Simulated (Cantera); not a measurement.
**MgCO₃ + H₂O + H₂ (calcination and drying)**

Charge: 1 mol MgCO₃, 1.4 mol H₂O, 1.1 mol H₂, at 25.0 Pa.

Method: chemical equilibrium by Gibbs-energy minimisation in Cantera with the NASA 1993 tables (ideal gas, pure condensed phases). Candidate condensed phases: C, C₆H₆, C₇H₈, C₈H₁₈, H₂O, Mg, MgCO₃, MgO, Mg(OH)₂; 116 gas species. The tables' values for MgH are old estimates; treat these amounts as uncertain. The numbers say what is thermodynamically allowed, not how fast it happens.

From 1000 K to 2000 K the condensed part is MgO(s). At 2200 K nothing is condensed.

```
T (K)  log p H₂O  log p H₂  log p CO₂  log p Mg  log p CO  log p H  log p O₂  log p OH  log p O  n MgO(s)
-----  ---------  --------  ---------  --------  --------  -------  --------  --------  -------  --------
1000       -3.93     -4.22      -4.28      <-15     -4.73   -10.76      <-15    -13.11     <-15      1.00
1200       -3.90     -4.28      -4.34    -13.62     -4.58    -8.84    -15.03    -10.56   -15.12      1.00
1400       -3.88     -4.33      -4.40    -10.65     -4.50    -7.48    -11.80     -8.73   -11.92      1.00
1600       -3.87     -4.36      -4.44     -8.44     -4.46    -6.45     -9.37     -7.36    -9.52     1.000
1800       -3.87     -4.40      -4.47     -6.74     -4.43    -5.65     -7.47     -6.29    -7.65     0.997
2000       -3.89     -4.47      -4.51     -5.40     -4.43    -5.02     -5.92     -5.44    -6.13     0.940
2200       -4.14     -4.70      -4.73     -4.36     -4.58    -4.60     -4.75     -4.89    -4.94         0
```
log p: log10 of the partial pressure in bar; n: condensed amount in mol.
